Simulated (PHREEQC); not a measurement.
Make-up at 25 °C: 0.0028 mol HNO3, 0.024 mol CuSO4 and 0.0036 mol KCl per kg of water. Closed to the air; pH follows from the charge balance.

Model: ion-association model, wateq4f.dat, run in PHREEQC.

```json
[
 {"quantity": "pH", "before": "2.84", "after": "3.64"},
 {"quantity": "ionic strength (mol/kgw)", "before": "0.0659", "after": "0.00863"}
]
```

Problem. Which change was made?
(A) temperature from 25 to 35 °C
(B) diluted 2-fold with water
(C) KCl from 0.0036 to 0.00072 mol/kgw
(D) diluted 10-fold with water
(E) CuSO4 left out

Solution. D, diluted 10-fold with water

This is a speciation only: nothing precipitates in the calculation.
